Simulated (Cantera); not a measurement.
An isothermal, constant-pressure homogeneous reactor starts with CH₄ : H₂O : H₂ = 1 : 2.2 : 1 (molar parts), at 1273 K and 110000 Pa.

Model: GRI-Mech 3.0 (53 species, 325 reactions), integrated in Cantera.

Predict: x(CH₄) at 200 s; x(H₂O) at 200 s; x(H₂) at 200 s.


```json
{
 "x(CH₄) at 200 s": "0.198 (gas-phase equilibrium 3.17e-5)",
 "x(H₂O) at 200 s": "0.501 (gas-phase equilibrium 0.172)",
 "x(H₂) at 200 s": "0.282 (gas-phase equilibrium 0.667)"
}
```
